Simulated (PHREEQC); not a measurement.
PHREEQC input (Pitzer model, pitzer.dat):

```
SOLUTION 1
  temp 50
  units mol/kgw
  pH 7 charge
  S(6) 0.018
  K 0.495
  C(4) 0.22
  Cl 0.019
END
USE solution 1
INCREMENTAL_REACTIONS false
REACTION 1
  H2O -1
  0 9.886 18.011 24.689 30.178 34.689 38.397 41.444
  43.949 46.007 47.699 49.089 50.232 51.172 51.944 52.578
  53.1 moles
EQUILIBRIUM_PHASES 1
  Arcanite 0 0
  Kalicinite 0 0
  Misenite 0 0
  Sylvite 0 0
SELECTED_OUTPUT 1
  -reset false
  -pH true
  -pe true
  -ionic_strength true
  -water true
  -activities H2O
  -totals C Cl K S
  -molalities H+ K+ Cl- CO3-2 SO4-2 OH- HCO3- CO2 HSO4-
  -equilibrium_phases Arcanite Kalicinite Misenite Sylvite
PRINT
  -reset false
END
```

Selected output (columns that matter, 14 of 17 rows; water left (kg) added in front):

```
water left (kg)	pH	mu	C	Cl	K	S	m_H+	m_K+	m_Cl-	m_CO3-2	m_SO4-2	m_OH-	la_H2O	Arcanite
1	11.04	0.72473	0.22	0.019	0.495	0.018	2.1058e-11	0.495	0.019	0.21173	0.018	0.0082689	-0.0048036	0
0.821911	11.076	0.88294	0.26767	0.023117	0.60225	0.0219	2.0752e-11	0.60225	0.023117	0.25879	0.0219	0.0088797	-0.0058187	0
0.675547	11.115	1.0755	0.32566	0.028125	0.73274	0.026645	2.0421e-11	0.73274	0.028125	0.31615	0.026645	0.0095149	-0.0070606	0
0.456373	11.202	1.5953	0.48206	0.041633	1.0846	0.039441	1.952e-11	1.0846	0.041633	0.47121	0.039441	0.010847	-0.010479	0
0.375114	11.253	1.9425	0.58649	0.050651	1.3196	0.047985	1.885e-11	1.3196	0.050651	0.57495	0.047985	0.011538	-0.012842	0
0.308321	11.31	2.3651	0.71354	0.061624	1.6055	0.058381	1.7952e-11	1.6055	0.061624	0.7013	0.058381	0.012242	-0.015829	0
0.253435	11.376	2.8793	0.86807	0.07497	1.9532	0.071024	1.6767e-11	1.9532	0.07497	0.85512	0.071024	0.012956	-0.019654	0
0.171242	11.541	4.2661	1.2847	0.11095	2.8906	0.10511	1.337e-11	2.8906	0.11095	1.2703	0.10511	0.014415	-0.031194	0
0.140765	11.646	5.1921	1.5629	0.13498	3.5165	0.12787	1.1179e-11	3.5165	0.13498	1.5477	0.12787	0.01516	-0.040001	0
0.115728	11.766	6.207	1.901	0.16418	4.2033	0.11856	9.1873e-12	4.2033	0.16418	1.8851	0.11856	0.015876	-0.051041	0.0042791
0.095141	11.904	7.3508	2.3124	0.1997	4.9781	0.076852	7.4959e-12	4.9781	0.1997	2.2959	0.076852	0.016499	-0.065289	0.010688
0.0643056	12.264	10.614	3.4212	0.29546	7.1863	0.024272	3.9846e-12	7.1863	0.29546	3.4037	0.024272	0.017506	-0.11417	0.016439
0.0528867	12.495	12.855	4.1598	0.35926	8.7018	0.011428	2.4875e-12	8.7018	0.35926	4.142	0.011428	0.017845	-0.15483	0.017396
0.0434853	12.763	15.61	5.0592	0.43693	10.565	0.0046453	1.3542e-12	10.565	0.43693	5.0412	0.0046453	0.018024	-0.21262	0.017798
```

Species that the database lacks are ignored. Constants without temperature data keep their 25 °C values here.
